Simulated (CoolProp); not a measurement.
A simple Rankine cycle with R365MFC: condensing at 310.15 K, boiler at 1.34 MPa, turbine inlet 415.9 K, turbine efficiency 0.85, pump efficiency 0.8, no recuperator. Each further row changes one setting.

The numbers come from the reference Helmholtz-energy equation of state, Lemmon 2016 in CoolProp.

| case | thermal efficiency (%) | net work (kJ/kg) | heat in (kJ/kg) | turbine exit temperature (K) | volume ratio over the turbine |
|---|---|---|---|---|---|
| as stated | 15.0 | 42.8 | 285 | ___ | ___ |
| turbine inlet 435.9 K | 14.8 | 46.4 | 314 | 381.8 | 16.1 |
| condensing temperature 302.15 K | 16.1 | 47.8 | 297 | ___ | 22.8 |
| boiler pressure 0.938 MPa | 13.4 | 39.4 | 294 | 370.6 | 10.9 |
| turbine efficiency 0.75 | 13.2 | 37.6 | 285 | 364.1 | 17.2 |

Some entries are withheld; supply them.


- as stated, turbine exit temperature (K): 359.4
- as stated, volume ratio over the turbine: 17.0
- condensing temperature 302.15 K, turbine exit temperature (K): 354.5
